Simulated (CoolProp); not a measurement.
trans-2-butene at several states: density (kg/m³) from the reference equation and from simpler models built on Tc = 428.6 K, pc = 4.019 MPa, ω = 0.210; each cubic takes its own stable root.

Values from CoolProp's reference Helmholtz-energy equation of state, Lemmon 2005. It is a short technical equation, of lower accuracy than the large ones.

```json
[
 {"T (K)": "340.5", "p (MPa)": "0.0211", "phase": "gas", "reference": "0.4198"},
 {"T (K)": "205", "p (MPa)": "21.6", "phase": "liquid", "reference": "713.2"},
 {"T (K)": "465.5", "p (MPa)": "0.948", "phase": "gas", "reference": "14.70"},
 {"T (K)": "413", "p (MPa)": "0.134", "phase": "gas", "reference": "2.219"},
 {"T (K)": "523", "p (MPa)": "12.6", "phase": "supercritical", "reference": "280.9"},
 {"T (K)": "292.6", "p (MPa)": "0.462", "phase": "liquid", "reference": "605.6"}
]
```

Q: How far does each simpler model (van der Waals, Redlich-Kwong, Soave-Redlich-Kwong, Peng-Robinson) lie from the reference over these 6 states: mean and median of the absolute difference, and the worst?

A: 
- van der Waals: mean 24.2 %, median 4.3 %, worst -98.1 % at 292.6 K and 0.462 MPa
- Redlich-Kwong: mean 4.3 %, median 1.8 %, worst -11.9 % at 292.6 K and 0.462 MPa
- Soave-Redlich-Kwong: mean 5.1 %, median 4.7 %, worst -11.6 % at 523 K and 12.6 MPa
- Peng-Robinson: mean 1.7 %, median 1.0 %, worst -5.0 % at 523 K and 12.6 MPa

At some of these states van der Waals gives the other phase, because its saturation line lies elsewhere.
